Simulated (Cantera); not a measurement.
A perfectly stirred reactor is fed with CH₄ : O₂ : N₂ = 1 : 2.5 : 9.4 (molar parts), equivalence ratio 0.80, at 83000 Pa; it is adiabatic with a 525 K inlet, and is followed from long to short residence time, starting on the burning branch (τ in s: 0.069, 0.036, 0.019, 0.0096, 0.005, 0.0026, 0.0013, 0.0007, 0.00036, 0.00019, 9.8e-05, 5.1e-05, 2.6e-05).

Computed with Cantera and GRI-Mech 3.0 (53 species, 325 reactions).

x: mole fraction; the columns are a selection and need not sum to one.

| τ (s) | T (K) | x CH₄ | x O₂ | x NO | x HO₂ | x H | x H₂ |
|---|---|---|---|---|---|---|---|
| 0.069 | 2138 | 5.11e-6 | 0.0389 | 0.000629 | 1.78e-6 | 0.000211 | 0.00101 |
| 0.036 | 2129 | 8.56e-6 | 0.0393 | 0.000421 | 1.93e-6 | 0.000292 | 0.00125 |
| 0.019 | 2115 | 1.37e-5 | 0.0397 | 0.000291 | 2.20e-6 | 0.000439 | 0.00162 |
| 0.0096 | 2094 | (withheld) | 0.0405 | (withheld) | (withheld) | (withheld) | (withheld) |
| 0.0050 | 2065 | 3.48e-5 | 0.0414 | 0.000138 | 3.57e-6 | 0.00117 | 0.00298 |
| 0.0026 | 2029 | 5.54e-5 | 0.0427 | 9.63e-5 | 4.85e-6 | 0.00187 | 0.00396 |
| 0.0013 | 1982 | (withheld) | 0.0443 | (withheld) | (withheld) | (withheld) | (withheld) |
| 0.00070 | 1934 | 0.000154 | 0.0462 | 4.80e-5 | 9.23e-6 | 0.00420 | 0.00636 |
| 0.00036 | 1876 | 0.000279 | 0.0487 | 3.34e-5 | 1.28e-5 | 0.00572 | 0.00762 |
| 0.00019 | 1814 | 0.000539 | 0.0523 | 2.23e-5 | 1.83e-5 | 0.00695 | 0.00877 |
| 9.8e-5 | 1735 | 0.00128 | 0.0591 | 1.24e-5 | 3.09e-5 | 0.00707 | 0.0100 |
| 5.1e-5 | 525 | 0.0775 | 0.194 | <1e-12 | <1e-12 | <1e-12 | <1e-12 |
| 2.6e-5 | 525 | 0.0775 | 0.194 | <1e-12 | <1e-12 | <1e-12 | <1e-12 |

Task: Some entries are withheld; supply them.

Result: 
- 0.0096, x CH₄: 2.21e-5
- 0.0096, x NO: 0.000199
- 0.0096, x HO₂: 2.73e-6
- 0.0096, x H: 0.000719
- 0.0096, x H₂: 0.00221
- 0.0013, x CH₄: 9.32e-5
- 0.0013, x NO: 6.64e-5
- 0.0013, x HO₂: 6.81e-6
- 0.0013, x H: 0.00295
- 0.0013, x H₂: 0.00518
